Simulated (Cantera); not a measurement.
An adiabatic, constant-pressure homogeneous reactor starts with 4.80 % CH4, 0.720 % C2H6, 5.76 % C3H8, 18.6 % O2, 70.1 % N2, at 1325 K and 3.85 atm.

Cantera simulation using GRI-Mech 3.0 (53 species, 325 reactions); the numbers are that mechanism's predictions, not measurements. GRI-Mech 3.0 was tuned for natural gas; its chemistry of propane as a main component is partial and can be far from experiment.

x: mole fraction; the columns are a selection and need not sum to one.

```tsv
t (s)	T (K)	x CH4	x C2H6	x C3H8	x H2O	x OH	x H2O2
1.00e-6	1325	0.0480	0.00720	0.0576	2.65e-7	1.92e-8	3.32e-8
3.83e-6	1325	0.0480	0.00720	0.0576	3.88e-6	8.56e-8	8.64e-7
1.47e-5	1324	0.0480	0.00720	0.0573	9.89e-5	5.54e-7	9.26e-6
5.62e-5	1325	0.0481	0.00738	0.0555	0.000923	8.21e-7	1.73e-5
0.000215	1337	0.0484	(withheld)	(withheld)	(withheld)	(withheld)	(withheld)
0.000825	2346	0.000620	4.20e-8	3.02e-12	0.0952	0.000232	6.35e-10
0.00316	2339	7.05e-9	<1e-12	<1e-12	0.0913	0.000221	5.95e-10
0.0121	2340	1.05e-9	<1e-12	<1e-12	0.0914	0.000223	6.00e-10
0.0464	2340	1.01e-9	<1e-12	<1e-12	0.0914	0.000223	6.02e-10
0.178	2340	1.01e-9	<1e-12	<1e-12	0.0914	0.000223	6.02e-10
0.681	2340	1.01e-9	<1e-12	<1e-12	0.0914	0.000223	6.02e-10
2.61	2340	1.01e-9	<1e-12	<1e-12	0.0914	0.000223	6.02e-10
10.0	2340	1.01e-9	<1e-12	<1e-12	0.0914	0.000223	6.02e-10
```

Task: What belongs in the gaps?

Result: 
- 0.000215, x C2H6: 0.00798
- 0.000215, x C3H8: 0.0457
- 0.000215, x H2O: 0.00674
- 0.000215, x OH: 2.27e-6
- 0.000215, x H2O2: 4.79e-5
